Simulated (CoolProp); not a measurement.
Propane along the isobar 0.844 MPa: density (kg/m³) from the reference equation and from simpler models built on Tc = 369.9 K, pc = 4.251 MPa, ω = 0.152; each cubic takes its own stable root.

The numbers come from the reference Helmholtz-energy equation of state, Lemmon 2009 in CoolProp.

```json
[
 {"T (K)": "262.9", "phase": "liquid", "reference": "543.0"},
 {"T (K)": "284.6", "phase": "liquid", "reference": "513.1"},
 {"T (K)": "306.3", "phase": "gas", "reference": "16.97"},
 {"T (K)": "328", "phase": "gas", "reference": "15.30"},
 {"T (K)": "349.7", "phase": "gas", "reference": "14.00"},
 {"T (K)": "371.4", "phase": "gas", "reference": "12.96"},
 {"T (K)": "393.2", "phase": "gas", "reference": "12.08"},
 {"T (K)": "414.9", "phase": "gas", "reference": "11.33"},
 {"T (K)": "436.6", "phase": "gas", "reference": "10.68"},
 {"T (K)": "458.3", "phase": "gas", "reference": "10.11"},
 {"T (K)": "480", "phase": "gas", "reference": "9.601"},
 {"T (K)": "501.7", "phase": "gas", "reference": "9.145"},
 {"T (K)": "523.4", "phase": "gas", "reference": "8.734"}
]
```

**Question.** How far does each simpler model (van der Waals, Redlich-Kwong, Peng-Robinson) lie from the reference over these 13 states: mean and median of the absolute difference, and the worst?

**Answer.** 
- van der Waals: mean 15.7 %, median 0.5 %, worst -96.5 % at 284.6 K and 0.844 MPa
- Redlich-Kwong: mean 1.6 %, median 0.2 %, worst -9.5 % at 284.6 K and 0.844 MPa
- Peng-Robinson: mean 1.4 %, median 0.7 %, worst +6.5 % at 262.9 K and 0.844 MPa

At some of these states van der Waals gives the other phase, because its saturation line lies elsewhere.
